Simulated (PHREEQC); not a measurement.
Dissolve 0.15 mol HF, 8.6e-05 mol NaF, 4.4e-05 mol (NH4)2SiF6 and 0.0043 mol H2SO4 per kg of water at 25 °C. Closed to the air; pH follows from the charge balance.

All values are PHREEQC results (ion-association model, phreeqc.dat), not measurements.

Each row changes one thing in this solution. Precipitation was switched off in this run.

```
case                                           pH  ionic strength (mol/kgw)  HF (mol/kgw)  F- (mol/kgw)  HF2- (mol/kgw)  SO4-2 (mol/kgw)  SI of Quartz (SiO2)
-------------------------------------------  ----  ------------------------  ------------  ------------  --------------  ---------------  -------------------
as made                                      1.82                    0.0193         0.136       0.00694         0.00362          0.00216               -10.19
0.042 mol/kgw TMAH added                     2.51                    0.0495         0.102        0.0272          0.0106          0.00367               -10.92
HF from 0.15 to 0.165 mol/kgw                1.80                    0.0202         0.149       0.00729         0.00418          0.00212               -10.40
(NH4)2SiF6 from 4.4e-05 to 4.84e-05 mol/kgw  1.82                    0.0193         0.136       0.00694         0.00362          0.00216               -10.15
temperature from 25 to 20 °C                 1.81                    0.0199         0.135       0.00734         0.00366          0.00225               -10.51
NaF replaced by Na2SO4 at the same molality  1.82                    0.0195         0.136       0.00693         0.00362          0.00221               -10.19
HF left out                                  2.19                    0.0102      0.000314       3.60e-5         4.34e-8          0.00293                -0.37
NaF from 8.6e-05 to 0.00086 mol/kgw          1.83                    0.0197         0.136       0.00715         0.00374          0.00219               -10.22
```

(CH3)4N+ isn't in the database: it is added as a free cation with an ion size of 4 Å. SiF6-2 is the database's only silicon fluoride.
